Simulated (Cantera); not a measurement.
A Cantera script and its output.

```python
import numpy as np
import cantera as ct

gas = ct.Solution("SiF4_NH3_mec.yaml", "gas")
gas.TPX = 2273, 2300, {'NH3': 1, 'H2': 7.2}
inlet = ct.Reservoir(gas, clone=True)

reactor = ct.IdealGasConstPressureReactor(gas, energy="off", clone=False)
exhaust = ct.Reservoir(gas, clone=True)
tau = [0.97, 0.4, 0.16, 0.067, 0.027, 0.011, 0.0046, 0.0019, 0.00076, 0.00031, 0.00013][0]
for a, b in ((inlet, reactor), (reactor, exhaust)):
    ct.MassFlowController(a, b, mdot=lambda t: reactor.mass / tau)
net = ct.ReactorNet([reactor])
show = ['NH3', 'H2', 'N2H4', 'N2H2', 'NH2', 'N2', 'N']

rows = []
print(f"{'tau/s':>10s}{'T/K':>9s}" + "".join(f"{s:>11s}" for s in show))
for tau in [0.97, 0.4, 0.16, 0.067, 0.027, 0.011, 0.0046, 0.0019, 0.00076, 0.00031, 0.00013]:
    net.initial_time = 0.0
    net.advance(30 * tau)
    before = gas.X
    net.advance(40 * tau)
    drift = np.max(np.abs(gas.X - before) / (gas.X + 1e-9))
    rows.append([gas.T, *gas[show].X, drift])
    print(f"{tau:10.3e}{gas.T:9.1f}" + "".join(f"{x:11.3e}" for x in gas[show].X))
```

Output:

```
     tau/s      T/K        NH3         H2       N2H4       N2H2        NH2         N2          N
 9.700e-01   2273.0  7.016e-03  9.346e-01  4.478e-11  1.408e-07  1.712e-04  5.092e-02  1.134e-05
 4.000e-01   2273.0  2.298e-02  9.284e-01  1.784e-10  3.821e-07  3.413e-04  4.380e-02  8.262e-06
 1.600e-01   2273.0  4.873e-02  9.151e-01  4.587e-10  7.911e-07  5.471e-04  3.225e-02  7.433e-06
 6.700e-02   2273.0  7.647e-02  9.002e-01  8.121e-10  1.239e-06  7.278e-04  1.982e-02  6.999e-06
 2.700e-02   2273.0  9.959e-02  8.876e-01  1.093e-09  1.534e-06  8.441e-04  9.467e-03  6.371e-06
 1.100e-02   2273.0  1.129e-01  8.805e-01  1.121e-09  1.451e-06  8.548e-04  3.523e-03  5.136e-06
 4.600e-03   2273.0  1.190e-01  8.776e-01  8.273e-10  9.253e-07  7.344e-04  8.949e-04  2.958e-06
 1.900e-03   2273.0  1.212e-01  8.772e-01  3.199e-10  2.539e-07  4.566e-04  9.294e-05  6.993e-07
 7.600e-04   2273.0  1.217e-01  8.776e-01  6.128e-11  2.967e-08  1.999e-04  3.861e-06  5.867e-08
 3.100e-04   2273.0  1.219e-01  8.779e-01  1.047e-11  3.510e-09  8.266e-05  1.565e-07  4.060e-09
 1.300e-04   2273.0  1.219e-01  8.780e-01  1.869e-12  5.035e-10  3.498e-05  6.924e-09  2.886e-10
```

Cantera simulation using the gas-phase N/H chemistry of the illustrative SiF4/NH3 mechanism in the Surface Chemkin manual (1991); the numbers are that mechanism's predictions, not measurements. Walls and surfaces, which speed up NH3 decomposition in real reactors, are not modelled.
